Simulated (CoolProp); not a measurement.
Computed with CoolProp (reference Helmholtz-energy equation of state, Penoncello 2003).

**Question.** Give the vapour pressure (kPa), liquid density (kg/m³), vapour density (kg/m³), liquid viscosity (µPa s) of saturated CHF3 (R23) at -39.95, -23.15, -14.75 °C.

**Answer.** 
```tsv
T (°C)	p (kPa)	liquid density (kg/m³)	vapour density (kg/m³)	liquid viscosity (µPa s)
-39.95	708	1270	30.0	166
-23.15	1260	1180	54.4	132
-14.75	1640	1140	72.2	117
```

Viscosity comes from a separate model (Shan 2000).
